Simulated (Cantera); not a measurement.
Input (Python, Cantera) and output of one run.

```python
import numpy as np
import cantera as ct

gas_names = """
    CL CL2 H HCL H2 N NH NH2 NH3 N2 N2H2 N2H4 Si SiCL SiCL2 SiCL3 SiCL4 SiH SiHCL3 SiH2 SiH2CL2 SiH3
    SiH3CL SiH4 SiN Si2 Si2N Si3
""".split()
cond_names = """
    NH4CL(a) NH4CL(b) Si(cr) Si(L) Si3N4(a)
""".split()


# ... load() reads the species with a 1 bar reference pressure and builds the phases ...
atoms = {
    'Si': {'Si': 1},
    'HCl': {'H': 1, 'CL': 1},
    'N2': {'N': 2},
}
top_T = {'Si3N4(a)': 2400}  # K; cautious upper limits of use, not melting points


# ... equilibrate(T, P, feed) seeds the gas with the atoms and calls Mixture.equilibrate('TP', solver="vcs", rtol=1e-11, max_steps=5000) ...
results = []
feed = {'Si': 1, 'HCl': 8.5, 'N2': 1.6}  # mol
T = 1025  # K
P = 7000  # Pa
mix = equilibrate(T, P, feed)
results.append((T, P, feed, dict(zip(mix.species_names, mix.species_moles))))
print(gas.report(threshold=1e-06))
for i in range(1, mix.n_phases):
    print(f"{mix.phase(i).name:16s} {mix.phase_moles(i):12.5e} mol")
```

Output:

```
       temperature   1025 K
          pressure   7000 Pa
           density   0.03455 kg/m^3
  mean mol. weight   42.064 kg/kmol
   phase of matter   gas

                          1 kg             1 kmol
                     ---------------   ---------------
          enthalpy         -2.16e+06       -9.0859e+07  J
   internal energy       -2.3626e+06       -9.9382e+07  J
           entropy            6417.4        2.6994e+05  J/K
    Gibbs function       -8.7378e+06       -3.6755e+08  J
 heat capacity c_p            945.84             39786  J/K
 heat capacity c_v            748.17             31471  J/K

                      mass frac. Y      mole frac. X     chem. pot. / RT
                     ---------------   ---------------   ---------------
               HCL           0.42901           0.49499           -38.535
                H2          0.010511           0.21931           -21.744
               NH3        6.0431e-07        1.4926e-06           -47.277
                N2           0.11709           0.17582           -29.323
             SiCL2        2.8757e-06         1.222e-06           -73.345
             SiCL3        0.00025575        8.0023e-05           -101.01
             SiCL4           0.44178           0.10939           -128.67
            SiHCL3         0.0013413        0.00041656           -111.88
     [  +20 minor]        4.3644e-07        1.9983e-07

Si(cr)            0.00000e+00 mol
Si3N4(a)          0.00000e+00 mol
```

Equilibrium computed with Cantera from the NASA thermochemical tables; the gas is ideal and each condensed phase is pure. The tables' values for SiCl3 are old estimates; treat these amounts as uncertain.
